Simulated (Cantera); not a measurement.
## Thermodynamics of carbon deposition, reforming and gasification, feed CO + CO2

A closed system holds: 1 mol CO, a varied amount of CO2, at 1748 K and 0.0100 bar.

These are equilibrium values from Cantera (NASA tables, ideal gas, pure condensed phases), not measurements of a reactor. Candidate condensed phases: C; 12 gas species. Kinetics and transport are ignored.

| n(CO2) (mol) | x CO | x CO2 | x O2 | x O |
|---|---|---|---|---|
| 0.083 | 0.923 | 0.0766 | 9.62e-9 | 7.19e-8 |
| 0.12 | 0.893 | 0.107 | 2.01e-8 | 1.04e-7 |
| 0.17 | 0.855 | 0.145 | 4.03e-8 | 1.47e-7 |
| 0.25 | 0.800 | 0.200 | 8.73e-8 | 2.17e-7 |
| 0.36 | 0.735 | 0.265 | 1.81e-7 | 3.12e-7 |
| 0.52 | 0.658 | 0.342 | 3.77e-7 | 4.50e-7 |
| 0.74 | 0.575 | 0.425 | 7.64e-7 | 6.41e-7 |
| 1.1 | 0.476 | 0.524 | 1.69e-6 | 9.53e-7 |
| 1.5 | 0.400 | 0.600 | 3.14e-6 | 1.30e-6 |
| 2.2 | 0.313 | 0.687 | 6.76e-6 | 1.91e-6 |
| 3.2 | 0.238 | 0.762 | 1.43e-5 | 2.77e-6 |
| 4.6 | 0.179 | 0.821 | 2.95e-5 | 3.98e-6 |
x: gas mole fraction; nothing condenses.

From 0.083 mol CO2 to 4.6 mol CO2 nothing is condensed. The main C-bearing gas is CO at 0.083 mol CO2 and CO2 at 4.6 mol CO2.
